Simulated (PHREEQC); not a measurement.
Consider water at 25 °C with 1.2 mmol/kgw Na2CO3. Closed to the air; pH follows from the charge balance.

Model: ion-association model, phreeqc.dat, run in PHREEQC.

No solid was allowed to form.

Problem. Estimate the pH, specific conductance, ionic strength.

Solution. pH 10.56; specific conductance 307 µS/cm; ionic strength 0.00316 mol/kgw.

Problem. In which forms is Na present?

Solution. Na+ 99 %, NaCO3- 1.1 % of the Na.
